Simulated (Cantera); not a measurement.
Input (Python, Cantera):

```python
import numpy as np
import cantera as ct

gas = ct.Solution("gri30.yaml")
gas.TPX = 373, 580000, {'CH4': 1, 'C2H6': 0.29, 'C3H8': 0.29, 'O2': 3.43, 'N2': 13.1}
flame = ct.FreeFlame(gas, width=0.012)
flame.set_refine_criteria(ratio=3, slope=0.08, curve=0.16)
flame.transport_model = "mixture-averaged"
flame.solve(loglevel=0, auto=True)
z, T = flame.grid, flame.T
thick = (T[-1] - T[0]) / np.gradient(T, z).max()
show = ['CH4', 'C2H6', 'C3H8', 'O2', 'C2H', 'CH2O']
print(f"laminar burning velocity  {flame.velocity[0] * 100:.3f} cm/s")
print(f"burnt temperature         {T[-1]:.1f} K")
print(f"thermal thickness         {thick * 1e3:.4f} mm")
print(f"grid points               {len(z)}")
z0 = z[flame.heat_release_rate.argmax()]
print(f"{'z/mm':>9s}{'T/K':>9s}{'u/(m/s)':>9s}" + "".join(f"{s:>11s}" for s in show))
rows = []
for k in (-3, -2, -1.5, -1, -0.5, -0.25, 0, 0.25, 0.5, 1, 2, 4, 8):
    zz = z0 + k * thick
    rows.append([k * thick, np.interp(zz, z, T), np.interp(zz, z, flame.velocity),
                 *(np.interp(zz, z, flame.X[gas.species_index(s)]) for s in show)])
    print(f"{rows[-1][0] * 1e3:9.3f}{rows[-1][1]:9.1f}{rows[-1][2]:9.3f}" + "".join(f"{x:11.3e}" for x in rows[-1][3:]))
```

Output:

```
laminar burning velocity  20.676 cm/s
burnt temperature         2124.8 K
thermal thickness         0.1490 mm
grid points               141
     z/mm      T/K  u/(m/s)        CH4       C2H6       C3H8         O2        C2H       CH2O
   -0.447    373.3    0.207  5.510e-02  1.599e-02  1.599e-02  1.890e-01  4.988e-31  8.120e-08
   -0.298    377.7    0.211  5.473e-02  1.592e-02  1.593e-02  1.880e-01  4.519e-27  2.550e-06
   -0.224    399.0    0.224  5.380e-02  1.579e-02  1.584e-02  1.856e-01  6.170e-24  2.116e-05
   -0.149    533.5    0.303  4.940e-02  1.496e-02  1.530e-02  1.731e-01  1.305e-18  2.277e-04
   -0.075   1051.4    0.615  3.383e-02  9.531e-03  9.823e-03  1.205e-01  3.868e-11  1.486e-03
   -0.037   1470.7    0.878  2.058e-02  3.726e-03  2.689e-03  7.329e-02  1.803e-08  1.536e-03
    0.000   1844.2    1.114  7.178e-03  2.601e-04  2.395e-05  2.905e-02  7.308e-07  3.828e-04
    0.037   2019.6    1.221  1.523e-03  7.414e-06  7.149e-09  8.223e-03  1.238e-06  8.944e-05
    0.075   2074.6    1.251  3.688e-04  4.325e-07  6.722e-11  2.210e-03  5.811e-07  2.385e-05
    0.149   2101.8    1.265  4.936e-05  6.754e-09  1.254e-13  2.319e-04  1.044e-07  2.744e-06
    0.298   2113.9    1.270  5.967e-06  7.061e-11  1.533e-16  2.550e-05  1.070e-08  2.310e-07
    0.596   2120.6    1.274  8.913e-07  8.638e-13  4.012e-19  7.206e-06  8.660e-10  2.558e-08
    1.192   2123.7    1.276  1.750e-07  2.217e-14  4.937e-21  2.693e-06  8.301e-11  8.608e-09
```

Cantera simulation using GRI-Mech 3.0 (53 species, 325 reactions); the numbers are that mechanism's predictions, not measurements. GRI-Mech 3.0 was tuned for natural gas; its chemistry of propane as a main component is partial and can be far from experiment. Burning velocities carry a grid error of a few per cent, more on coarse grids.
